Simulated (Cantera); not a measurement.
What does this Cantera script print?

```python
import numpy as np
import cantera as ct

gas_names = [...]  # 95 gases of nasa_gas.yaml made of C, F, H
cond_names = """
    C(gr) C6H6(L) C7H8(L) C8H18(L),n-octa
""".split()


# ... load() reads the species with a 1 bar reference pressure and builds the phases ...
atoms = {
    'CF4': {'C': 1, 'F': 4},
    'CH4': {'C': 1, 'H': 4},
}
top_T = {'C(gr)': 4500}  # K; cautious upper limits of use, not melting points


# ... equilibrate(T, P, feed) seeds the gas with the atoms and calls Mixture.equilibrate('TP', solver="vcs", rtol=1e-11, max_steps=5000) ...
results = []
feed = {'CF4': 1, 'CH4': 0.12}  # mol
P = 133.322  # Pa
for T in [1850, 1925, 2000, 2075, 2150, 2225, 2300, 2375, 2450, 2525, 2600]:
    mix = equilibrate(T, P, feed)
    results.append((T, P, feed, dict(zip(mix.species_names, mix.species_moles))))
    x = sorted(zip(gas.X, gas.species_names), reverse=True)
    print(f"T = {T:g} K  P = {P:g} Pa  gas = {mix.phase_moles(0):.4g} mol")
    print("   x: " + "  ".join(f"{s} {v:.3e}" for v, s in x if v > 0.0001))
    print("   condensed (mol): " + ("  ".join(f"{mix.phase(i).name} {mix.phase_moles(i):.4g}"
          for i in range(1, mix.n_phases) if mix.phase_moles(i) > 1e-12) or "none"))
```

Output:

```
T = 1850 K  P = 133.322 Pa  gas = 1.437 mol
   x: CF4 5.724e-01  HF 3.341e-01  CF2 6.014e-02  F 3.002e-02  CF3 3.336e-03
   condensed (mol): C(gr) 0.2063
T = 1925 K  P = 133.322 Pa  gas = 1.523 mol
   x: CF4 5.011e-01  HF 3.153e-01  CF2 1.133e-01  F 6.482e-02  CF3 5.342e-03  CF 2.046e-04
   condensed (mol): C(gr) 0.1762
T = 2000 K  P = 133.322 Pa  gas = 1.686 mol
   x: CF4 3.890e-01  HF 2.847e-01  CF2 1.904e-01  F 1.279e-01  CF3 7.483e-03  CF 5.934e-04
   condensed (mol): C(gr) 0.1294
T = 2075 K  P = 133.322 Pa  gas = 1.973 mol
   x: CF2 2.748e-01  CF4 2.450e-01  HF 2.432e-01  F 2.269e-01  CF3 8.620e-03  CF 1.504e-03
   condensed (mol): C(gr) 0.07432
T = 2150 K  P = 133.322 Pa  gas = 2.391 mol
   x: F 3.539e-01  CF2 3.230e-01  HF 2.007e-01  CF4 1.116e-01  CF3 7.521e-03  CF 3.263e-03
   condensed (mol): C(gr) 0.05503
T = 2225 K  P = 133.322 Pa  gas = 2.823 mol
   x: F 4.814e-01  CF2 3.028e-01  HF 1.700e-01  CF4 3.491e-02  CF 6.031e-03  CF3 4.800e-03
   condensed (mol): C(gr) 0.1362
T = 2300 K  P = 133.322 Pa  gas = 3.153 mol
   x: F 5.881e-01  CF2 2.390e-01  HF 1.522e-01  CF 9.802e-03  CF4 8.306e-03  CF3 2.426e-03
   condensed (mol): C(gr) 0.3014
T = 2375 K  P = 133.322 Pa  gas = 3.396 mol
   x: F 6.704e-01  CF2 1.708e-01  HF 1.413e-01  CF 1.458e-02  CF4 1.724e-03  CF3 1.079e-03
   condensed (mol): C(gr) 0.4803
T = 2450 K  P = 133.322 Pa  gas = 3.582 mol
   x: F 7.294e-01  HF 1.339e-01  CF2 1.152e-01  CF 2.035e-02  CF3 4.487e-04  CF4 3.377e-04  C3 1.685e-04  H 1.017e-04
   condensed (mol): C(gr) 0.6294
T = 2525 K  P = 133.322 Pa  gas = 3.722 mol
   x: F 7.678e-01  HF 1.287e-01  CF2 7.516e-02  CF 2.705e-02  C3 5.479e-04  H 2.203e-04  CF3 1.807e-04  C 1.754e-04
   condensed (mol): C(gr) 0.7314
T = 2600 K  P = 133.322 Pa  gas = 3.826 mol
   x: F 7.894e-01  HF 1.250e-01  CF2 4.816e-02  CF 3.462e-02  C3 1.661e-03  H 4.697e-04  C 4.679e-04  C2 1.560e-04
   condensed (mol): C(gr) 0.7807
```

These are equilibrium values from Cantera (NASA tables, ideal gas, pure condensed phases), not measurements of a reactor. Gases not in the tables: C2F6 and larger saturated fluorocarbons.
